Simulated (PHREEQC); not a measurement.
Solution (25 °C): 14 mmol/kgw HF and 42 mmol/kgw KF. Closed to the air; pH follows from the charge balance.

Model: ion-association model, phreeqc.dat, run in PHREEQC.

This is a speciation only: nothing precipitates in the calculation.

Order these F species by the share of F that they hold, largest first: F-, HF2-, HF.

F- (72 %), HF (21 %), HF2- (6.6 %)

The pH is 3.62 and the ionic strength 0.0423 mol/kgw.
